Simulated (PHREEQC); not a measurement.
0.82 g of hydrous ferric oxide (600 m²/g; 0.2 weak and 0.005 strong sites per Fe, Dzombak-Morel constants, diffuse double layer) in 1 kg of water with 0.001 mol/kgw of an inert sodium salt and 5.4e-05 mol/kgw MnCl2, at 25 °C; the pH is set by adding NaOH or the inert anion's acid. No oxygen is let in. The system is closed to CO2. Precipitation was switched off in this run.

The series has 13 steps of pH, from 3 to 11.

Computed with PHREEQC (ion-association model, wateq4f.dat).

Task: Near which pH is half of the Mn sorbed, and on which side is more sorbed?

Result: Near pH 6.7, with more sorbed at higher pH.

Species that the database lacks are ignored. The oxide is taken as insoluble; below pH 4 it would dissolve.
